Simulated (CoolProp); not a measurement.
Vapour-liquid equilibrium of propylene (1) + propane (2) at 170.9 K; x and y are mole fractions of (1).

Computed with CoolProp (multi-fluid Helmholtz-energy mixture model, Lemmon 2013 and Lemmon 2009; pair parameters Bell 2016).

```json
[
 {"x": "0.05", "bubble pressure (kPa)": "2.462", "y at the bubble point": "0.079", "dew pressure at overall composition x (kPa)": "2.434", "liquid density (mol/L)": "14.71"},
 {"x": "0.2", "bubble pressure (kPa)": "2.666", "y at the bubble point": "0.279", "dew pressure at overall composition x (kPa)": "2.584", "liquid density (mol/L)": "14.90"},
 {"x": "0.35", "bubble pressure (kPa)": "2.838", "y at the bubble point": "0.441", "dew pressure at overall composition x (kPa)": "2.741", "liquid density (mol/L)": "15.10"},
 {"x": "0.5", "bubble pressure (kPa)": "2.983", "y at the bubble point": "0.582", "dew pressure at overall composition x (kPa)": "2.899", "liquid density (mol/L)": "15.30"},
 {"x": "0.65", "bubble pressure (kPa)": "3.106", "y at the bubble point": "0.710", "dew pressure at overall composition x (kPa)": "3.050", "liquid density (mol/L)": "15.50"},
 {"x": "0.8", "bubble pressure (kPa)": "3.209", "y at the bubble point": "0.833", "dew pressure at overall composition x (kPa)": "3.184", "liquid density (mol/L)": "15.72"},
 {"x": "0.95", "bubble pressure (kPa)": "3.293", "y at the bubble point": "0.957", "dew pressure at overall composition x (kPa)": "3.289", "liquid density (mol/L)": "15.94"}
]
```

No azeotrope shows between x = 0.05 and 0.95.

The pair parameters rest on a limited set of measurements; away from them the model extrapolates.
